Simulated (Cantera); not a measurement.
A Cantera script and what it prints.

```python
import numpy as np
import cantera as ct

gas_names = [...]  # 123 gases of nasa_gas.yaml made of C, Cl, H, Si
cond_names = """
    C(gr) C6H6(L) C7H8(L) C8H18(L),n-octa Si(cr) Si(L) SiC(b)
""".split()


# ... load() reads the species with a 1 bar reference pressure and builds the phases ...
atoms = {
    'CCl4': {'C': 1, 'CL': 4},
    'Si': {'Si': 1},
    'H2': {'H': 2},
}
top_T = {'C(gr)': 4500, 'SiC(b)': 3050}  # K; cautious upper limits of use, not melting points


# ... equilibrate(T, P, feed) seeds the gas with the atoms and calls Mixture.equilibrate('TP', solver="vcs", rtol=1e-11, max_steps=5000) ...
results = []
feed = {'CCl4': 1, 'Si': 0.029, 'H2': 1.3}  # mol
P = 210  # Pa
for T in [2500, 3000, 3500, 4000, 4500, 5000]:
    mix = equilibrate(T, P, feed)
    results.append((T, P, feed, dict(zip(mix.species_names, mix.species_moles))))

top = {s: max(r[3][s] / sum(r[3][g] for g in gas_names) for r in results) for s in gas_names}
cols = sorted((s for s in top if top[s] > 0.0001), key=lambda s: -top[s])[:5]
seen = [c for c in cond_names if any(r[3].get(c, 0) > 1e-12 for r in results)]
print("log10 of partial pressures in bar; condensed amounts in mol")
print(f"{'T/K':>10s}" + "".join(f"{s[:9]:>10s}" for s in cols + seen))
for T, P, feed, n in results:
    ng = sum(n[g] for g in gas_names)
    print(f"{T:10.4g}" + "".join(f"{np.log10(max(n[s] / ng * P / 1e5, 1e-99)):10.3f}" for s in cols)
          + "".join(f"{n.get(c, 0):10.4g}" for c in seen))
```

Output:

```
log10 of partial pressures in bar; condensed amounts in mol
       T/K        CL         H       HCL         C        H2     C(gr)
      2500    -2.968    -3.579    -3.197    -6.779    -3.959    0.9834
      3000    -2.926    -3.150    -4.306    -4.495    -4.696         0
      3500    -2.950    -3.140    -5.455    -3.670    -5.823         0
      4000    -2.958    -3.145    -6.322    -3.566    -6.696         0
      4500    -2.958    -3.146    -6.990    -3.561    -7.369         0
      5000    -2.959    -3.146    -7.527    -3.562    -7.909         0
```

These are equilibrium values from Cantera (NASA tables, ideal gas, pure condensed phases), not measurements of a reactor. The tables' values for SiCl, CCl are old estimates; treat these amounts as uncertain.
